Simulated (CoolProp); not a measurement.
The numbers come from the reference Helmholtz-energy equation of state, Lemmon 2006 in CoolProp. It is a short technical equation, of lower accuracy than the large ones.

**Question.** Give the vapour pressure (MPa), liquid cp (kJ/(kg K)), vapour viscosity (µPa s), liquid conductivity (mW/(m K)) of saturated toluene at 300.5 K.

**Answer.** 
```tsv
T (K)	p (MPa)	liquid cp (kJ/(kg K))	vapour viscosity (µPa s)	liquid conductivity (mW/(m K))
300.5	0.00428	1.71	7.02	130
```

Viscosity comes from a separate model (Avgeri 2015). Thermal conductivity comes from a separate model (Assael 2012).
